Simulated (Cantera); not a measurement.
## Adiabatic ignition

An adiabatic, constant-volume homogeneous reactor starts with 3.00 % C3H8, 25.9 % O2, 67.2 % N2, 3.90 % H2, at 1823 K and 1.00 atm.

Model: GRI-Mech 3.0 (53 species, 325 reactions), integrated in Cantera. GRI-Mech 3.0 was tuned for natural gas; its chemistry of propane as a main component is partial and can be far from experiment.

```
t (s)     T (K)  P (bar)  x C3H8    x O2    x CH3    x CO2    x H2    x CH2
--------  -----  -------  ------  ------  -------  -------  ------  -------
3.00e-6    1784     1.01  0.0183   0.251  0.00693  9.79e-5  0.0405  1.43e-5
9.36e-6    2682     1.63  <1e-12  0.0997  5.88e-8   0.0201  0.0140  4.63e-8
2.92e-5    2889     1.74  <1e-12  0.0891   <1e-12   0.0423  0.0140   <1e-12
9.12e-5    2995     1.79  <1e-12  0.0869   <1e-12   0.0454  0.0126   <1e-12
0.000285   2988     1.78  <1e-12  0.0824   <1e-12   0.0457  0.0126   <1e-12
0.000888   2982     1.77  <1e-12  0.0791   <1e-12   0.0459  0.0126   <1e-12
0.00277    2981     1.77  <1e-12  0.0788   <1e-12   0.0459  0.0126   <1e-12
0.00865    2981     1.77  <1e-12  0.0788   <1e-12   0.0459  0.0126   <1e-12
0.0270     2981     1.77  <1e-12  0.0788   <1e-12   0.0459  0.0126   <1e-12
0.0843     2981     1.77  <1e-12  0.0788   <1e-12   0.0459  0.0126   <1e-12
0.263      2981     1.77  <1e-12  0.0788   <1e-12   0.0459  0.0126   <1e-12
0.821      2981     1.77  <1e-12  0.0788   <1e-12   0.0459  0.0126   <1e-12
2.56       2981     1.77  <1e-12  0.0788   <1e-12   0.0459  0.0126   <1e-12
8.00       2981     1.77  <1e-12  0.0788   <1e-12   0.0459  0.0126   <1e-12
```
x: mole fraction; the columns are a selection and need not sum to one.

| Item | Result |
|---|---|
| time of steepest temperature rise | 7.75 µs |
| temperature at 8.00 s | 2981 K |
| equilibrium temperature | 2981 K |
| x(C3H8) at 8.00 s | <1e-12 (gas-phase equilibrium <1e-12) |
| x(O2) at 8.00 s | 0.0788 (gas-phase equilibrium 0.0788) |
| x(CH3) at 8.00 s | <1e-12 (gas-phase equilibrium <1e-12) |
